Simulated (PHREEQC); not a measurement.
Consider water at 25 °C with 0.0015 mol CdCl2 and 0.00045 mol FeSO4 per kg of water. Closed to the air; pH follows from the charge balance.

Equilibrium calculation in PHREEQC: ion-association model, wateq4f.dat.

Question: The ionic strength comes out as 0.00550 mol/kgw. What activity coefficients do Cd+2, SO4-2, CdCl+, Cl-, FeCl+ get?

Answer: Cd+2 0.73, SO4-2 0.73, CdCl+ 0.92, Cl- 0.92, FeCl+ 0.92.

Precipitation was switched off in this run.
